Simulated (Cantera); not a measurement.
Cantera run:

```python
import numpy as np
import cantera as ct

gas_names = """
    H H2 Si SiH SiH2 SiH3 SiH4 Si2 Si3
""".split()
cond_names = """
    Si(cr) Si(L)
""".split()


# ... load() reads the species with a 1 bar reference pressure and builds the phases ...
atoms = {
    'SiH4': {'Si': 1, 'H': 4},
    'H2': {'H': 2},
}
top_T = {}  # K; cautious upper limits of use, not melting points


# ... equilibrate(T, P, feed) seeds the gas with the atoms and calls Mixture.equilibrate('TP', solver="vcs", rtol=1e-11, max_steps=5000) ...
results = []
feed = {'SiH4': 1, 'H2': 120}  # mol
T = 1073  # K
P = 133.322  # Pa
mix = equilibrate(T, P, feed)
results.append((T, P, feed, dict(zip(mix.species_names, mix.species_moles))))
x = sorted(zip(gas.X, gas.species_names), reverse=True)
print(f"T = {T:g} K  P = {P:g} Pa  gas = {mix.phase_moles(0):.4g} mol")
print("   x: " + "  ".join(f"{s} {v:.3e}" for v, s in x if v > 1e-06))
print("   condensed (mol): " + ("  ".join(f"{mix.phase(i).name} {mix.phase_moles(i):.4g}"
      for i in range(1, mix.n_phases) if mix.phase_moles(i) > 1e-12) or "none"))
```

It prints:

```
T = 1073 K  P = 133.322 Pa  gas = 122 mol
   x: H2 1.000e+00
   condensed (mol): Si(cr) 1
```

Cantera equilibrium calculation (NASA polynomials, part measured and part estimated; ideal gas, pure solids and liquids).
